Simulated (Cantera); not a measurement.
A Cantera script and its output.

```python
import numpy as np
import cantera as ct

gas = ct.Solution("h2o2.yaml")
gas.TPX = 950, 1200, {'H2': 0.11, 'O2': 1, 'N2': 6.4}
reactor = ct.IdealGasConstPressureReactor(gas, energy="off", clone=False)
net = ct.ReactorNet([reactor])
net.rtol, net.atol = 1e-08, 1e-18
show = ['H2', 'O2', 'O', 'H', 'H2O2', 'H2O', 'OH']
times = np.geomspace(3e-06, 6, 14)

steps = ct.SolutionArray(gas, extra=["t"])
rows = []
print(f"{'t/s':>10s}{'T/K':>9s}{'P/Pa':>11s}" + "".join(f"{s:>11s}" for s in show))
for t in times:
    while net.time < t:
        t_next = net.step()
        steps.append(gas.state, t=t_next)
    rows.append([np.interp(t, steps.t, y) for y in (steps.T, steps.P, *steps(*show).X.T)])
    print(f"{t:10.3e}{rows[-1][0]:9.1f}{rows[-1][1]:11.4g}" + "".join(f"{x:11.3e}" for x in rows[-1][2:]))
rate = np.gradient(steps.T, steps.t)
print("integrator steps:", len(steps.t))
if steps.T.max() > steps.T[0] + 200:
    print(f"time of steepest temperature rise: {steps.t[rate.argmax()]:.4e} s")
gas.TPX = 950, 1200, {'H2': 0.11, 'O2': 1, 'N2': 6.4}
gas.equilibrate("TP")
print(f"equilibrium (TP): T = {gas.T:.1f} K  " + "  ".join(f"{s} {gas[s].X[0]:.3e}" for s in show))
```

It prints:

```
       t/s      T/K       P/Pa         H2         O2          O          H       H2O2        H2O         OH
 3.000e-06    950.0       1200  1.465e-02  1.332e-01  1.352e-17  1.209e-14  1.483e-21  4.785e-20  1.349e-17
 9.158e-06    950.0       1200  1.465e-02  1.332e-01  1.195e-16  3.681e-14  1.314e-20  1.198e-18  1.186e-16
 2.796e-05    950.0       1200  1.465e-02  1.332e-01  1.040e-15  1.117e-13  1.152e-19  2.727e-17  1.021e-15
 8.535e-05    950.0       1200  1.465e-02  1.332e-01  9.324e-15  3.353e-13  1.051e-18  6.477e-16  8.865e-15
 2.606e-04    950.0       1200  1.465e-02  1.332e-01  8.220e-14  9.826e-13  9.742e-18  1.600e-14  7.119e-14
 7.954e-04    950.0       1200  1.465e-02  1.332e-01  6.854e-13  2.850e-12  9.098e-17  3.454e-13  4.695e-13
 2.428e-03    950.0       1200  1.465e-02  1.332e-01  5.676e-12  1.015e-11  8.548e-16  6.207e-12  2.710e-12
 7.413e-03    950.0       1200  1.465e-02  1.332e-01  8.861e-11  1.088e-10  8.324e-15  1.711e-10  3.485e-11
 2.263e-02    950.0       1200  1.465e-02  1.332e-01  6.051e-08  7.161e-08  5.209e-13  1.347e-07  2.337e-08
 6.908e-02    950.0       1200  1.178e-03  1.260e-01  3.251e-03  4.588e-03  2.388e-08  1.097e-02  4.536e-04
 2.109e-01    950.0       1200  1.508e-04  1.262e-01  1.174e-03  6.099e-04  1.712e-08  1.420e-02  1.716e-04
 6.438e-01    950.0       1200  1.687e-05  1.267e-01  1.374e-04  2.036e-05  1.495e-08  1.470e-02  4.931e-05
 1.965e+00    950.0       1200  1.519e-06  1.267e-01  1.286e-05  5.685e-07  8.531e-09  1.475e-02  1.473e-05
 6.000e+00    950.0       1200  1.612e-07  1.268e-01  1.593e-06  2.500e-08  3.254e-09  1.475e-02  5.237e-06
integrator steps: 1498
equilibrium (TP): T = 950.0 K  H2 6.938e-12  O2 1.268e-01  O 1.040e-10  H 1.347e-14  H2O2 8.266e-13  H2O 1.476e-02  OH 4.219e-08
```

Cantera simulation using the H2/O2 subset of GRI-Mech 3.0, which has no nitrogen chemistry; the numbers are that mechanism's predictions, not measurements. Radical loss at walls, strong at low pressure, is not modelled.
